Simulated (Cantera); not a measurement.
Mixture: 9.62 % CH₃OH, 19.0 % O₂, 71.4 % N₂, equivalence ratio 0.76, at 1.00 bar, adiabatic and at constant volume. Ignition delay is the time to a rise of 400 K.

Model: GRI-Mech 3.0 (53 species, 325 reactions), integrated in Cantera. GRI-Mech 3.0 was tuned for natural gas; its chemistry of methanol as a main component is partial and can be far from experiment.

Question: Predict: delay at 1225 K; delay at 1325 K; delay at 1425 K; delay at 1525 K; delay at 1625 K; apparent activation energy between 1575 and 1675 K.

Answer: 
```json
{
 "delay at 1225 K": "6.61 ms",
 "delay at 1325 K": "1.57 ms",
 "delay at 1425 K": "0.475 ms",
 "delay at 1525 K": "0.176 ms",
 "delay at 1625 K": "76.6 µs",
 "apparent activation energy between 1575 and 1675 K": "170 kJ/mol"
}
```
